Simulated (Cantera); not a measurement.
Input: 1 mol CH3SiCl3, 2.5 mol HCl, 220 mol H2, 0.014 mol C2H2, equilibrated at 1100 K and 0.133 bar.

These are equilibrium values from Cantera (NASA tables, ideal gas, pure condensed phases), not measurements of a reactor. Candidate condensed phases: C, C6H6, C7H8, C8H18, Si, SiC; 109 gas species. The feed counts by its element totals alone. The tables' values for SiCl3 are old estimates; treat these amounts as uncertain. Equilibrium is a limit: real reactors are often held back by kinetics, nucleation or transport.

Base state: H2 0.976, HCl 0.0237, CH4 0.000334, SiCl4 0.000112, SiHCl3 6.81e-5, SiCl2 1.38e-5, SiCl3 1.06e-5 (mole fractions); condensed: SiC(s).

### Question
What changes in the equilibrium state with this change: H2 from 220 to 2.4 mol?

### Answer
```tsv
species	before	after
H2	0.976	0.629
HCl	0.0237	0.224
SiCl4	0.000112	0.138
SiCl3	1.06e-5	0.00110
SiHCl3	6.81e-5	0.00570
SiC(s), mol	0.953	0
C(graphite), mol	0	1.01
```
